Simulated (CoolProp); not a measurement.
Vapour-liquid equilibrium of R134a (1) + R123 (2) at 0.0056 MPa; x and y are mole fractions of (1).

Computed with CoolProp (multi-fluid Helmholtz-energy mixture model, Tillner-Roth 1994 and Younglove 1994; pair parameters Bell 2016).

```
x     bubble temperature, mixture model (K)  bubble temperature, Raoult's law (K)  y, mixture model  y, Raoult's law
----  -------------------------------------  ------------------------------------  ----------------  ---------------
0.05                                  228.8                                 232.1             0.548            0.433
0.2                                   213.8                                 218.9             0.876            0.817
0.35                                  207.6                                 211.9             0.938            0.916
0.5                                   204.3                                 207.3             0.962            0.956
0.65                                  202.2                                 203.9             0.974            0.978
0.8                                   200.6                                 201.2             0.985            0.990
0.95                                  199.0                                 199.1             0.996            0.998
```

The largest gap from Raoult's law is -5.1 K in bubble temperature, at x = 0.2. No azeotrope shows between x = 0.05 and 0.95.

Pair parameters are fitted to limited data, so mixtures are less certain than the pure fluids.
